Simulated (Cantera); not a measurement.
A closed system holds: 1 mol B, 0.29 mol H2O, 52 mol N2, equilibrated at 0.210 bar.

Cantera equilibrium calculation (NASA polynomials, part measured and part estimated; ideal gas, pure solids and liquids). Candidate condensed phases: B, BN, B2O3, B3O3H3, H2O; 39 gas species. N2 is the only nitrogen source here; it is nearly inert below about 1500 K, so the nitride shown seldom forms there in practice. Mutual solubility and eutectic melting of coexisting phases are not modelled. Kinetics and transport are ignored.

log p: log10 of the partial pressure in bar; n: condensed amount in mol.

```csv
T (°C),log p N2,log p H2,log p B2O3,log p HBO2,log p HBO,log p B2O2,n BN(s),n B2O3(l)
625,-0.68,-2.93,<-12,?,-11.97,<-12,0.808,0.0961
725,-0.68,-2.93,-11.52,?,-10.26,<-12,0.808,0.0961
825,-0.68,-2.93,-9.63,?,-8.86,<-12,0.808,0.0961
925,-0.68,-2.93,-8.06,?,-7.71,-11.16,0.808,0.0958
1025,-0.68,-2.93,-6.75,?,-6.73,-9.39,0.808,0.0949
1125,-0.68,-2.94,-5.64,?,-5.91,-7.88,0.809,0.0920
1225,-0.68,-2.94,-4.68,?,-5.20,-6.57,0.811,0.0815
1325,-0.68,-2.96,-3.85,-3.92,-4.58,-5.44,0.815,0.0386
1425,-0.68,-2.97,-3.56,-3.91,-4.19,-4.74,0.808,0
1525,-0.68,-2.97,-3.59,?,-3.93,-4.30,0.794,0
```

**Question.** Complete the blanks.

**Answer.** 
- 625, log p HBO2: -8.20
- 725, log p HBO2: -7.19
- 825, log p HBO2: -6.37
- 925, log p HBO2: -5.70
- 1025, log p HBO2: -5.14
- 1125, log p HBO2: -4.66
- 1225, log p HBO2: -4.26
- 1525, log p HBO2: -4.09
